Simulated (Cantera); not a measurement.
## Hydrocarbon pyrolysis for carbon deposition

A perfectly stirred reactor is fed with C₂H₆ : N₂ = 1 : 77 (molar parts), at 128 Torr; it is held at 1225 K, and followed from long to short residence time.

Detailed kinetics in Cantera: GRI-Mech 3.0 (53 species, 325 reactions). GRI-Mech 3.0 stops at C3 and has no aromatics, soot or wall deposition, so with more carbon than oxygen in the feed, carbon stays in small species such as C2H2 where larger ones or solid carbon would form.

| τ (s) | x C₂H₆ | x CH₂ | x C₂H | x CH₄ | x C₂H₂ |
|---|---|---|---|---|---|
| 7.0 | 0.000120 | 2.07e-10 | 2.58e-10 | 0.00173 | 0.0104 |
| 2.3 | 0.000272 | 4.40e-10 | 3.28e-10 | 0.00178 | 0.00936 |
| 0.74 | 0.000662 | 9.68e-10 | 3.66e-10 | 0.00182 | 0.00742 |
| 0.24 | 0.00167 | 2.15e-9 | 3.19e-10 | 0.00167 | 0.00457 |
| 0.079 | 0.00408 | 4.31e-9 | 1.80e-10 | 0.00117 | 0.00179 |
| 0.026 | 0.00803 | 6.27e-9 | 6.01e-11 | 0.000521 | 0.000356 |
| 0.0084 | 0.0111 | 6.17e-9 | 1.47e-11 | 0.000155 | 3.83e-5 |
| 0.0027 | 0.0124 | 3.75e-9 | 2.54e-12 | 3.54e-5 | 2.44e-6 |
| 0.00089 | 0.0127 | 9.42e-10 | <1e-12 | 5.77e-6 | 5.96e-8 |
| 0.00029 | 0.0128 | 8.35e-11 | <1e-12 | 7.42e-7 | 2.71e-10 |
x: mole fraction; the columns are a selection and need not sum to one.
